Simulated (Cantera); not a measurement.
A closed system holds: 1 mol SiCl4, a varied amount of NO, at 802 °C and 34.0 Pa.

These are equilibrium values from Cantera (NASA tables, ideal gas, pure condensed phases), not measurements of a reactor. Candidate condensed phases: Si, SiO2, Si2N2O, Si3N4; 23 gas species. The numbers say what is thermodynamically allowed, not how fast it happens.

Task: What share of the Si ends up in condensed phases as a function of n(NO) (mol), at 0.43, 0.55, 0.72, 0.93, 1.2, 1.6, 2, 2.6, 3.4?

Result: 
```csv
n(NO) (mol),Si condensed (%),as
0.43,21.5,SiO2(β-quartz)
0.55,27.5,SiO2(β-quartz)
0.72,36.0,SiO2(β-quartz)
0.93,46.5,SiO2(β-quartz)
1.2,60.0,SiO2(β-quartz)
1.6,80.0,SiO2(β-quartz)
2,100.0,SiO2(β-quartz)
2.6,100.0,SiO2(β-quartz)
3.4,100.0,SiO2(β-quartz)
```
